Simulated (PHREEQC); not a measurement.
A solution holds 0.0058 mol/kgw HF, 0.08 mol/kgw CsF, 2.4e-05 mol/kgw H4SiO4 and 0.069 mol/kgw H2SO4, at 60 °C. Closed to the air; pH follows from the charge balance.

Equilibrium calculation in PHREEQC: ion-association model, wateq4f.dat.

Task: The ionic strength comes out as 0.127 mol/kgw. What activity coefficients do H+, HSO4-, F-, SiF6-2, SO4-2 get?

Result: H+ 0.81, HSO4- 0.75, F- 0.73, SiF6-2 0.33, SO4-2 0.32.

Precipitation was switched off in this run. Complexes and solids missing from the database can't appear. wateq4f.dat counts part of the HF as a dimer, H2F2, which phreeqc.dat doesn't know; its constant is uncertain. Away from 25 °C the constants follow the database's enthalpies or fits; those with neither stay at their 25 °C values. SiF6-2 is the database's only silicon fluoride.
